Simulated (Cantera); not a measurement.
Input: 1 mol Si₃N₄, 0.11 mol O₂, 51 mol H₂, equilibrated at 0.150 Torr.

These are equilibrium values from Cantera (NASA tables, ideal gas, pure condensed phases), not measurements of a reactor. Candidate condensed phases: H₂O, Si, SiO₂, Si₂N₂O, Si₃N₄; 35 gas species. Gases not in the tables: Si₂H₆ and higher silanes. Kinetics and transport are ignored. All values below are at 1725 K.

Base state: H₂ 0.941, N₂ 0.0371, H 0.0127, Si 0.00508, SiO 0.00409, SiH 9.95e-5, Si₂ 2.42e-5, SiH₂ 1.62e-5 (mole fractions); condensed: Si(l).

### Question
What changes in the equilibrium state with this change: O₂ from 0.11 to 1.2 mol?

### Answer
```json
[
 {"species": "H₂", "before": "0.941", "after": "0.904"},
 {"species": "SiO", "before": "0.00409", "after": "0.0428"},
 {"species": "N₂", "before": "0.0371", "after": "0.0357"},
 {"species": "H", "before": "0.0127", "after": "0.0125"},
 {"species": "SiH₂", "before": "1.62e-5", "after": "1.56e-5"},
 {"species": "SiH", "before": "9.95e-5", "after": "9.75e-5"},
 {"species": "Si₂N", "before": "1.35e-5", "after": "1.33e-5"},
 {"species": "Si₂", "before": "2.42e-5", "after": "2.42e-5"},
 {"species": "Si", "before": "0.00508", "after": "0.00508"},
 {"species": "Si(l), mol", "before": "2.50", "after": "0.304"}
]
```
